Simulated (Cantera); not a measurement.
An isothermal, constant-pressure homogeneous reactor starts with H2 : O2 : N2 = 0.18 : 1 : 1.4 (molar parts), at 1275 K and 1.65 Torr.

Cantera simulation using the H2/O2 subset of GRI-Mech 3.0, which has no nitrogen chemistry; the numbers are that mechanism's predictions, not measurements. Radical loss at walls, strong at low pressure, is not modelled. The temperature is held fixed by assumption; the heat of reaction is taken as removed at once.

One state of this run: x H2 = 0.00246; x O2 = 0.344; x HO2 = 3.14e-7; x H = 0.0166; x OH = 0.00451; x H2O = 0.0571; x H2O2 = 1.31e-8. x: mole fraction; the columns are a selection and need not sum to one.

**Question.** Which value of t (s) does it belong to?
A. 0.315
B. 0.00981
C. 1.00
D. 3.03e-5

**Answer.** A, 0.315
